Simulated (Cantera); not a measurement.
## Gas activation for diamond growth

An isothermal, constant-pressure homogeneous reactor starts with CH4 : H2 : CO2 = 0.042 : 1 : 0.0094 (molar parts), at 2375 K and 20.0 Torr.

Cantera simulation using GRI-Mech 3.0 (53 species, 325 reactions); the numbers are that mechanism's predictions, not measurements. GRI-Mech 3.0 stops at C3 and has no aromatics, soot or wall deposition, so with more carbon than oxygen in the feed, carbon stays in small species such as C2H2 where larger ones or solid carbon would form. Radical loss at walls, strong at low pressure, is not modelled.

```csv
t (s),x CH4,x H2,x CO2,x CH2CO,x H,x C2H
0.000100,0.0379,0.949,0.00881,3.22e-10,0.00263,5.71e-10
0.000242,0.0349,0.945,0.00828,8.81e-9,0.00627,4.53e-8
0.000588,0.0273,0.938,0.00593,1.39e-7,0.0134,1.58e-6
0.00143,0.0136,0.935,0.00149,7.70e-7,0.0202,1.11e-5
0.00346,0.00384,0.936,3.14e-5,1.26e-6,0.0255,2.31e-5
0.00838,0.000975,0.933,1.23e-5,1.18e-6,0.0315,3.12e-5
0.0203,0.000449,0.928,9.32e-6,7.01e-7,0.0387,3.63e-5
0.0492,0.000170,0.919,2.41e-6,1.40e-7,0.0489,4.21e-5
0.119,1.87e-5,0.906,1.08e-8,1.08e-9,0.0634,5.40e-5
0.289,7.02e-6,0.892,2.89e-11,1.99e-10,0.0773,6.62e-5
0.702,6.19e-6,0.888,2.53e-11,1.77e-10,0.0818,7.03e-5
1.70,6.16e-6,0.887,2.52e-11,1.77e-10,0.0820,7.05e-5
4.12,6.16e-6,0.887,2.52e-11,1.77e-10,0.0820,7.05e-5
10.0,6.16e-6,0.887,2.52e-11,1.77e-10,0.0820,7.05e-5
```
x: mole fraction; the columns are a selection and need not sum to one.

Equilibrium at this temperature and pressure: CH4 6.22e-6, H2 0.887, CO2 2.55e-11, CH2CO 1.78e-10, H 0.0820, C2H 7.05e-5 (gas phase only).
